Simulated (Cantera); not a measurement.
A freely propagating, adiabatic, planar premixed flame of 4.05 % C₃H₈, 24.7 % O₂, 69.2 % N₂, 2.02 % H₂O, equivalence ratio 0.82, unburnt at 675 K and 760 Torr; mixture-averaged transport, grid criteria slope 0.08 and curve 0.16, no radiation.

Model: GRI-Mech 3.0 (53 species, 325 reactions), integrated in Cantera. GRI-Mech 3.0 was tuned for natural gas; its chemistry of propane as a main component is partial and can be far from experiment. Burning velocities carry a grid error of a few per cent, more on coarse grids.

x: mole fraction of selected species; z is measured from the peak of heat release.

```json
[
 {"z (mm)": "-0.655", "T (K)": "675", "u (m/s)": "2.38", "x C₃H₈": "0.0405", "x O₂": "0.247", "x H₂O": "0.0202", "x C₂H₆": "3.31e-8", "x H": "<1e-8", "x CH₃": "3.15e-8"},
 {"z (mm)": "-0.437", "T (K)": "676", "u (m/s)": "2.39", "x C₃H₈": "0.0404", "x O₂": "0.246", "x H₂O": "0.0204", "x C₂H₆": "6.10e-7", "x H": "<1e-8", "x CH₃": "3.41e-7"},
 {"z (mm)": "-0.327", "T (K)": "679", "u (m/s)": "2.40", "x C₃H₈": "0.0403", "x O₂": "0.246", "x H₂O": "0.0210", "x C₂H₆": "4.13e-6", "x H": "2.14e-8", "x CH₃": "1.58e-6"},
 {"z (mm)": "-0.218", "T (K)": "704", "u (m/s)": "2.50", "x C₃H₈": "0.0399", "x O₂": "0.242", "x H₂O": "0.0248", "x C₂H₆": "5.44e-5", "x H": "1.44e-6", "x CH₃": "1.58e-5"},
 {"z (mm)": "-0.109", "T (K)": "___", "u (m/s)": "3.51", "x C₃H₈": "___", "x O₂": "___", "x H₂O": "___", "x C₂H₆": "___", "x H": "___", "x CH₃": "___"},
 {"z (mm)": "-0.0546", "T (K)": "1352", "u (m/s)": "5.09", "x C₃H₈": "0.0127", "x O₂": "0.169", "x H₂O": "0.0867", "x C₂H₆": "0.00127", "x H": "0.00103", "x CH₃": "0.00283"},
 {"z (mm)": "0", "T (K)": "1756", "u (m/s)": "6.79", "x C₃H₈": "0.000671", "x O₂": "0.118", "x H₂O": "0.122", "x C₂H₆": "0.000170", "x H": "0.00428", "x CH₃": "0.00202"},
 {"z (mm)": "0.0546", "T (K)": "1942", "u (m/s)": "7.55", "x C₃H₈": "2.35e-6", "x O₂": "0.0863", "x H₂O": "0.139", "x C₂H₆": "2.02e-6", "x H": "0.00784", "x CH₃": "0.000267"},
 {"z (mm)": "0.109", "T (K)": "1997", "u (m/s)": "7.75", "x C₃H₈": "<1e-8", "x O₂": "0.0723", "x H₂O": "0.144", "x C₂H₆": "<1e-8", "x H": "0.00987", "x CH₃": "2.01e-5"},
 {"z (mm)": "0.218", "T (K)": "2053", "u (m/s)": "7.91", "x C₃H₈": "<1e-8", "x O₂": "0.0629", "x H₂O": "0.144", "x C₂H₆": "<1e-8", "x H": "0.0111", "x CH₃": "1.37e-7"},
 {"z (mm)": "0.437", "T (K)": "2130", "u (m/s)": "8.14", "x C₃H₈": "<1e-8", "x O₂": "0.0575", "x H₂O": "0.144", "x C₂H₆": "<1e-8", "x H": "0.0102", "x CH₃": "<1e-8"},
 {"z (mm)": "0.873", "T (K)": "2224", "u (m/s)": "8.45", "x C₃H₈": "<1e-8", "x O₂": "0.0543", "x H₂O": "0.149", "x C₂H₆": "<1e-8", "x H": "___", "x CH₃": "<1e-8"},
 {"z (mm)": "1.75", "T (K)": "2327", "u (m/s)": "8.78", "x C₃H₈": "<1e-8", "x O₂": "0.0513", "x H₂O": "0.155", "x C₂H₆": "<1e-8", "x H": "0.00447", "x CH₃": "<1e-8"}
]
```

**Question.** Some entries are withheld; supply them.

**Answer.** 
- -0.109, T (K): 963
- -0.109, x C₃H₈: 0.0317
- -0.109, x O₂: 0.213
- -0.109, x H₂O: 0.0519
- -0.109, x C₂H₆: 0.000988
- -0.109, x H: 0.000127
- -0.109, x CH₃: 0.000685
- 0.873, x H: 0.00738
